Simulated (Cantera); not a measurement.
## Ammonia decomposition in nitride growth gas

An isothermal, constant-pressure homogeneous reactor starts with NH3 : N2 = 1 : 2.8 (molar parts), at 1848 K and 20.0 Torr.

Computed with Cantera and the gas-phase N/H chemistry of the illustrative SiF4/NH3 mechanism in the Surface Chemkin manual (1991). Walls and surfaces, which speed up NH3 decomposition in real reactors, are not modelled.

```csv
t (s),x NH3,x H,x NH2,x N2,x N2H2,x N
0.000600,0.263,1.06e-7,1.47e-5,0.737,9.12e-10,1.23e-12
0.00179,0.263,1.10e-7,4.40e-5,0.737,1.00e-8,4.32e-11
0.00535,0.263,1.56e-7,0.000130,0.737,1.08e-7,6.10e-10
0.0160,0.263,6.48e-7,0.000352,0.737,9.16e-7,4.78e-9
0.0476,0.260,3.36e-6,0.000497,0.736,2.04e-6,3.30e-8
0.142,0.251,1.03e-5,0.000447,0.734,1.95e-6,1.24e-7
0.424,0.226,2.72e-5,0.000370,0.730,1.63e-6,3.11e-7
1.27,0.170,6.68e-5,0.000278,0.719,1.06e-6,4.76e-7
3.78,0.0838,0.000149,0.000160,0.703,4.00e-7,5.08e-7
11.3,0.0177,0.000307,5.12e-5,0.691,5.44e-8,4.19e-7
33.7,0.000454,0.00101,4.03e-6,0.687,7.52e-10,3.23e-7
101,5.84e-6,0.00182,9.36e-8,0.687,<1e-12,2.45e-8
300,1.27e-6,0.00182,2.04e-8,0.687,<1e-12,5.35e-9
```
x: mole fraction; the columns are a selection and need not sum to one.

Equilibrium at this temperature and pressure: NH3 1.01e-7, H 0.00182, NH2 1.62e-9, N2 0.687, N2H2 <1e-12, N 4.25e-10 (gas phase only).
